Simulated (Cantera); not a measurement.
A freely propagating, adiabatic, planar premixed flame of 52.2 % H₂, 10.0 % O₂, 37.8 % N₂, unburnt at 550 K and 380000 Pa; mixture-averaged transport, grid criteria slope 0.08 and curve 0.16, no radiation.

Model: the H2/O2 subset of GRI-Mech 3.0, which has no nitrogen chemistry, integrated in Cantera. The hydrogen kinetics of GRI-Mech 3.0 are dated; newer H2 mechanisms differ, most at raised pressure. Burning velocities carry a grid error of a few per cent, more on coarse grids.

Task: Predict: laminar burning velocity; thermal thickness; peak x(H); peak x(O); peak x(OH).

Result: 
```json
{
  "laminar_burning_velocity": "705 cm/s",
  "thermal_thickness": "0.0830 mm",
  "peak x(H)": "0.0500",
  "peak x(O)": "0.00144",
  "peak x(OH)": "0.00196"
}
```
